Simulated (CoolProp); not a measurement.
Water at 298.15 K and 0.328 MPa flows at 0.43 m/s in a round tube of 10 mm bore and 0.25 µm roughness, fully developed (64/Re and Nu = 3.66 if laminar; Colebrook and Gnielinski if turbulent). Each further row changes one setting.

The numbers come from the reference Helmholtz-energy equation of state, Wagner 2002 in CoolProp.

| case | Reynolds number | Darcy friction factor | pressure drop (Pa/m) | heat-transfer coefficient (W/(m² K)) | mass flow (kg/h) |
|---|---|---|---|---|---|
| as stated | 4820 | 0.0378 | 349 | 2200 | 121 |
| velocity 0.86 m/s | 9640 | 0.0312 | 1150 | 4380 | 242 |
| diameter 20 mm | 9640 | 0.0312 | 144 | 2190 | 485 |

Viscosity comes from a separate model (Huber 2009). Thermal conductivity comes from a separate model (Huber 2012).
